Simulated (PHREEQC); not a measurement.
# Copper plating or etch bath: speciation

Solution (25 °C): 5.4 mmol/kgw CuSO4, 0.072 mmol/kgw H2SO4 and 0.19 mmol/kgw KCl. Closed to the air; pH follows from the charge balance.

Equilibrium calculation in PHREEQC: ion-association model, wateq4f.dat.

```json
{
 "pH": "3.98",
 "ionic_strength": "0.0168 mol/kgw",
 "total_alkalinity": "-0.144 meq/kg"
}
```

```
species     molality  activity   log γ
----------  --------  --------  ------
SO4-2        0.00415   0.00251  -0.219
Cu+2         0.00411   0.00253  -0.211
CuSO4        0.00129   0.00130   0.002
Cl-         0.000189  0.000165  -0.057
K+          0.000187  0.000164  -0.057
H+          0.000116  0.000104  -0.048
HSO4-        2.87e-5   2.53e-5  -0.055
KSO4-        3.27e-6   2.88e-6  -0.054
CuCl+        1.28e-6   1.13e-6  -0.056
CuOH+        2.78e-7   2.44e-7  -0.056
Cu2(OH)2+2   4.36e-8   2.61e-8  -0.224
Cu(OH)2      4.90e-9   4.92e-9   0.002
```

No solid was allowed to form. Species that the database lacks are ignored.
